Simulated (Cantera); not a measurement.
## CaO + Cl2 (oxide etching and cleaning by halides)

Charge: 1 mol CaO, a varied amount of Cl2, at 1102 °C and 30.0 Pa.

Cantera equilibrium calculation (NASA polynomials, part measured and part estimated; ideal gas, pure solids and liquids). Candidate condensed phases: Ca, CaCl2, CaO; 11 gas species. The numbers say what is thermodynamically allowed, not how fast it happens.

From 6.1 mol Cl2 to 38 mol Cl2 nothing is condensed. The main Ca-bearing gas is CaCl2 throughout.

| n(Cl2) (mol) | log p Cl | log p Cl2 | log p CaCl2 | log p O2 |
|---|---|---|---|---|
| 6.1 | -3.73 | -4.19 | -4.51 | -4.81 |
| 8 | -3.71 | -4.16 | -4.62 | -4.92 |
| 10 | -3.70 | -4.14 | -4.72 | -5.02 |
| 13 | -3.69 | -4.12 | -4.83 | -5.13 |
| 17 | -3.69 | -4.11 | -4.95 | -5.25 |
| 23 | -3.68 | -4.10 | -5.08 | -5.38 |
| 29 | -3.68 | -4.09 | -5.18 | -5.48 |
| 38 | -3.68 | -4.09 | -5.30 | -5.60 |
log p: log10 of the partial pressure in bar; nothing condenses.
